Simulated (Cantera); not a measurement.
An isothermal, constant-pressure homogeneous reactor starts with NH₃ : N₂ = 1 : 11 (molar parts), at 1950 K and 0.0267 bar. Integrator tolerance rtol = 1e-08.

Detailed kinetics in Cantera: the gas-phase N/H chemistry of the illustrative SiF4/NH3 mechanism in the Surface Chemkin manual (1991). Walls and surfaces, which speed up NH3 decomposition in real reactors, are not modelled.

**Question.** What does this change do: NH3 1 to 0.55 parts?

**Answer.** 
```csv
quantity,before,after
x(NH₃) at 3.00 s,0.00737 (gas-phase equilibrium 2.10e-8),0.00390 (gas-phase equilibrium 9.77e-9)
x(N) at 3.00 s,1.03e-6 (gas-phase equilibrium 2.47e-9),1.00e-6 (gas-phase equilibrium 2.53e-9)
x(N₂H₄) at 3.00 s,4.29e-11 (gas-phase equilibrium <1e-12),1.81e-11 (gas-phase equilibrium <1e-12)
x(NH₂) at 3.00 s,4.79e-5 (gas-phase equilibrium 1.26e-9),3.11e-5 (gas-phase equilibrium 7.60e-10)
x(H₂) at 3.00 s,0.105 (gas-phase equilibrium 0.114),0.0625 (gas-phase equilibrium 0.0672)
x(NH) at 3.00 s,3.81e-6 (gas-phase equilibrium 9.58e-10),3.02e-6 (gas-phase equilibrium 7.55e-10)
x(H) at 3.00 s,0.000240 (gas-phase equilibrium 0.00239),0.000176 (gas-phase equilibrium 0.00183)
```

**Question.** What does this change do: temperature 1950 to 1698 K?

**Answer.** 
| quantity | before | after |
|---|---|---|
| x(NH₃) at 3.00 s | 0.00737 (gas-phase equilibrium 2.10e-8) | 0.0660 (gas-phase equilibrium 3.55e-8) |
| x(N) at 3.00 s | 1.03e-6 (gas-phase equilibrium 2.47e-9) | 1.47e-7 (gas-phase equilibrium 3.07e-11) |
| x(N₂H₄) at 3.00 s | 4.29e-11 (gas-phase equilibrium <1e-12) | 1.53e-9 (gas-phase equilibrium <1e-12) |
| x(NH₂) at 3.00 s | 4.79e-5 (gas-phase equilibrium 1.26e-9) | 8.22e-5 (gas-phase equilibrium 2.36e-10) |
| x(H₂) at 3.00 s | 0.105 (gas-phase equilibrium 0.114) | 0.0239 (gas-phase equilibrium 0.115) |
| x(NH) at 3.00 s | 3.81e-6 (gas-phase equilibrium 9.58e-10) | 1.66e-6 (gas-phase equilibrium 3.67e-11) |
| x(H) at 3.00 s | 0.000240 (gas-phase equilibrium 0.00239) | 1.19e-5 (gas-phase equilibrium 0.000303) |
